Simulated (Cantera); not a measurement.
Moist CO burnout

A perfectly stirred reactor is fed with 0.276 % CO, 3.90 % O2, 0.779 % H2O, 95.0 % N2, equivalence ratio 0.035, at 500000 Pa; it is held at 1175 K, and followed from long to short residence time.

Model: GRI-Mech 3.0 (53 species, 325 reactions), integrated in Cantera.

```csv
τ (s),x CO,x O2,x H2O,x NO,x N2O,x H2
13,2.91e-5,0.0377,0.00780,4.73e-9,2.09e-7,3.79e-8
4.6,6.88e-5,0.0377,0.00780,6.03e-9,3.99e-7,8.95e-8
1.6,0.000154,0.0377,0.00780,7.25e-9,6.33e-7,2.05e-7
0.56,0.000324,0.0378,0.00780,6.98e-9,7.49e-7,4.50e-7
0.20,0.000631,0.0379,0.00780,5.01e-9,6.71e-7,9.27e-7
0.070,0.00113,0.0382,0.00780,2.52e-9,4.73e-7,1.73e-6
0.024,0.00176,0.0385,0.00779,8.26e-10,2.62e-7,2.58e-6
0.0086,0.00227,0.0387,0.00779,1.92e-10,1.19e-7,2.70e-6
0.0030,0.00258,0.0389,0.00779,3.30e-11,4.35e-8,1.78e-6
0.0011,0.00270,0.0389,0.00779,4.82e-12,1.31e-8,6.52e-7
```
x: mole fraction; the columns are a selection and need not sum to one.
